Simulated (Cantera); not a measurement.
A perfectly stirred reactor is fed with 47.5 % N2O, 0.200 % H2, 52.3 % N2, at 0.197 atm; it is held at 1275 K, and followed from long to short residence time.

Computed with Cantera and GRI-Mech 3.0 (53 species, 325 reactions). GRI-Mech 3.0 was tuned for natural gas; its chemistry of N2O as a main component is partial and can be far from experiment. The mechanism lacks the step 2 NO + O2 → 2 NO2, which can matter for NO2 below about 1400 K. The temperature is held fixed by assumption; the heat of reaction is taken as removed at once.

Problem. Predict: x(N2O) at τ = 4.00 s; x(H2) at τ = 4.00 s; x(NO) at τ = 4.00 s; x(O) at τ = 4.00 s; x(H2O) at τ = 4.00 s; x(N2O) at τ = 59.0 ms; x(H2) at τ = 59.0 ms; x(NO) at τ = 59.0 ms; x(O) at τ = 59.0 ms; x(H2O) at τ = 59.0 ms.

Solution. 
```
Property                  Value
---------------------  --------
x(N2O) at τ = 4.00 s      0.149
x(H2) at τ = 4.00 s     7.38e-6
x(NO) at τ = 4.00 s      0.0316
x(O) at τ = 4.00 s      4.51e-6
x(H2O) at τ = 4.00 s    0.00172
x(N2O) at τ = 59.0 ms     0.458
x(H2) at τ = 59.0 ms   0.000281
x(NO) at τ = 59.0 ms    0.00156
x(O) at τ = 59.0 ms     5.14e-6
x(H2O) at τ = 59.0 ms   0.00169
```
